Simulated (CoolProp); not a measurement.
A simple Rankine cycle with ethanol: condensing at 325.15 K, boiler at 0.15 MPa, turbine inlet 366.8 K, turbine efficiency 0.8, pump efficiency 0.8, no recuperator. Each further row changes one setting.

Model: reference Helmholtz-energy equation of state, Schroeder 2014, in CoolProp.

```tsv
case	thermal efficiency (%)	net work (kJ/kg)	heat in (kJ/kg)	turbine exit temperature (K)	volume ratio over the turbine
as stated	7.7	72.7	945	325.1	4.14
turbine inlet 386.8 K	7.8	76.7	982	335.7	4.10
condensing temperature 317.15 K	9.3	89.7	966	317.2	5.94
boiler pressure 0.105 MPa	6.0	56.9	949	327.8	2.94
turbine efficiency 0.7	6.7	63.6	945	325.1	4.18
```

The expansion ends wet for: as stated; condensing temperature 317.15 K; turbine efficiency 0.7.
